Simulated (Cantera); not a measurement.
**Stirred combustor or abatement burner**

A perfectly stirred reactor is fed with 7.42 % CH4, 3.56 % CO, 15.1 % O2, 56.8 % N2, 17.1 % CO2, at 0.330 bar; it is adiabatic with a 500 K inlet, and is followed from long to short residence time, starting on the burning branch (τ in s: 0.04, 0.021, 0.011, 0.006, 0.0032, 0.0017, 0.00092, 0.00049, 0.00026, 0.00014, 7.4e-05, 3.9e-05, 2.1e-05).

Cantera simulation using GRI-Mech 3.0 (53 species, 325 reactions); the numbers are that mechanism's predictions, not measurements.

```tsv
τ (s)	T (K)	x CH4	x CO	x O2	x NO2	x H	x C2H4
0.040	1851	1.98e-5	0.0430	0.00914	4.05e-9	0.00210	3.32e-9
0.021	1814	3.19e-5	0.0463	0.0112	3.08e-9	0.00285	6.34e-9
0.011	1774	5.30e-5	0.0497	0.0134	2.31e-9	0.00382	1.28e-8
0.0060	1735	8.75e-5	0.0527	0.0155	1.74e-9	0.00491	2.67e-8
0.0032	1693	0.000153	0.0558	0.0177	1.28e-9	0.00616	6.25e-8
0.0017	1651	0.000280	0.0588	0.0202	9.28e-10	0.00735	1.67e-7
0.00092	1610	0.000543	0.0622	0.0232	6.74e-10	0.00808	5.27e-7
0.00049	1557	0.00131	0.0674	0.0287	4.98e-10	0.00739	2.77e-6
0.00026	500	0.0742	0.0356	0.151	<1e-12	<1e-12	<1e-12
0.00014	500	0.0742	0.0356	0.151	<1e-12	<1e-12	<1e-12
7.4e-5	500	0.0742	0.0356	0.151	<1e-12	<1e-12	<1e-12
3.9e-5	500	0.0742	0.0356	0.151	<1e-12	<1e-12	<1e-12
2.1e-5	500	0.0742	0.0356	0.151	<1e-12	<1e-12	<1e-12
```
x: mole fraction; the columns are a selection and need not sum to one.
